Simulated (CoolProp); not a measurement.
Vinyl chloride at 248.8 K and 0.0511 MPa is throttled through a valve to 0.0344 MPa with no heat exchange. Each further row changes one setting.

Model: reference Helmholtz-energy equation of state, Thol 2022, in CoolProp.

| case | temperature change (K) | final density (kg/m³) |
|---|---|---|
| as stated | -0.8 | 1.05 |
| outlet pressure 0.0103 MPa | -1.9 | 0.315 |
| outlet pressure 0.0447 MPa | -0.3 | 1.37 |
